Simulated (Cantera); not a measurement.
## Silicon epitaxy and polysilicon growth: Si2Cl6 + N2

Input: 1 mol Si2Cl6, 8.8 mol N2, at 1148.15 K and 0.100 bar.

Cantera equilibrium calculation (NASA polynomials, part measured and part estimated; ideal gas, pure solids and liquids). Candidate condensed phases: Si, Si3N4; 13 gas species. The feed counts by its element totals alone. N2 is the only nitrogen source here; it is nearly inert below about 1500 K, so the nitride shown seldom forms there in practice. The tables' values for SiCl3 are old estimates; treat these amounts as uncertain. Equilibrium is a limit: real reactors are often held back by kinetics, nucleation or transport.

```json
{
 "x(N2)": "0.849",
 "x(SiCl4)": "0.150",
 "x(SiCl3)": "0.000770",
 "x(SiCl2)": "4.37e-5",
 "n(Si3N4(s))": "0.166 mol",
 "gas_amount": "9.970 mol",
 "log10 activity of Si(s) (absent)": "-4.80"
}
```
